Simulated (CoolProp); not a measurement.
CH3F (R41) along the isotherm 425 K: Z from the reference equation and from simpler models built on Tc = 317.3 K, pc = 5.906 MPa, ω = 0.200; each cubic takes its own stable root.

Model: reference Helmholtz-energy equation of state, Lemmon 2006, in CoolProp. It is a short technical equation, of lower accuracy than the large ones.

| p (MPa) | phase | reference |
|---|---|---|
| 3.28 | gas | 0.9189 |
| 6.56 | supercritical | 0.8409 |
| 9.84 | supercritical | 0.7690 |
| 13.1 | supercritical | 0.7089 |
| 16.4 | supercritical | 0.6658 |
| 19.7 | supercritical | 0.6447 |
| 23 | supercritical | 0.6436 |
| 26.2 | supercritical | 0.6563 |
| 29.5 | supercritical | 0.6784 |

Task: How far does each simpler model (van der Waals, Redlich-Kwong, Soave-Redlich-Kwong, Peng-Robinson) lie from the reference over these 9 states: mean and median of the absolute difference, and the worst?

Result: 
- van der Waals: mean 8.6 %, median 5.7 %, worst +24.3 % at 425 K and 29.5 MPa
- Redlich-Kwong: mean 6.0 %, median 4.4 %, worst +14.5 % at 425 K and 29.5 MPa
- Soave-Redlich-Kwong: mean 14.3 %, median 15.6 %, worst +23.8 % at 425 K and 29.5 MPa
- Peng-Robinson: mean 8.4 %, median 9.2 %, worst +14.9 % at 425 K and 29.5 MPa
